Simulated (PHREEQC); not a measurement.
H2SO4 is added in steps, without added water, to 1 kg of water holding 0.017 mol/kgw MnCl2, 0.0041 mol/kgw ZnSO4 and 0.00057 mol/kgw NaHSO4, at 25 °C. No oxygen is let in. No CO2 enters from the air. The run lets Pyrochroite, Zn(OH)2-e, Zn4(OH)6SO4, Zn5(OH)8Cl2, Halite, Mirabilite, Goslarite precipitate or redissolve, and no other solid.

Base run: PHREEQC, ion-association model, wateq4f.dat. Each further column changes one thing. The table gives pH.

```tsv
H2SO4 added (mol)	base	NaHSO4 left out	diluted 10-fold with water	0.015 mol/kgw KOH added	no solid may form
0	3.37	5.76	4.29	8.73	3.37
0.00015	3.18	3.64	3.50	8.73	3.18
0.0003	3.06	3.34	3.24	8.73	3.06
0.00045	2.96	3.17	3.08	8.73	2.96
0.0006	2.88	3.04	2.96	8.72	2.88
0.00075	2.81	2.95	2.87	8.72	2.81
0.0009	2.75	2.87	2.80	8.72	2.75
0.0011	2.69	2.78	2.72	8.72	2.69
0.00125	2.65	2.73	2.67	8.72	2.65
0.0014	2.61	2.68	2.62	8.72	2.61
0.00155	2.57	2.64	2.58	8.72	2.57
0.0017	2.54	2.60	2.54	8.71	2.54
0.00185	2.51	2.56	2.51	8.71	2.51
0.002	2.48	2.53	2.48	8.71	2.48
```

 Solids allowed in the column 'NaHSO4 left out': Pyrochroite, Zn(OH)2-e, Zn4(OH)6SO4, Zn5(OH)8Cl2, Goslarite.
